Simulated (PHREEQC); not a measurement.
Dissolve 0.008 mol KHCO3 and 4e-05 mol Na2B4O7 per kg of water at 25 °C. Closed to the air; pH follows from the charge balance.

Equilibrium calculation in PHREEQC: ion-association model, phreeqc.dat.

Problem. The ionic strength comes out as 0.00820 mol/kgw. What activity coefficients do H2BO3-, CO3-2, OH-, Na+, K+ get?

Solution. H2BO3- 0.91, CO3-2 0.69, OH- 0.91, Na+ 0.91, K+ 0.91.

This is a speciation only: nothing precipitates in the calculation.
